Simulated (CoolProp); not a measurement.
Model: reference Helmholtz-energy equation of state, Lemmon 2022, in CoolProp.

Question: For R1234yf, give the phase and the cv (kJ/(kg K)), speed of sound (m/s) at 336.9 K and 140 kPa; 344.2 K and 140 kPa; 380.7 K and 140 kPa.

Answer: 
- 336.9 K and 140 kPa: gas; cv 0.894, speed of sound 160
- 344.2 K and 140 kPa: gas; cv 0.907, speed of sound 162
- 380.7 K and 140 kPa: gas; cv 0.967, speed of sound 171
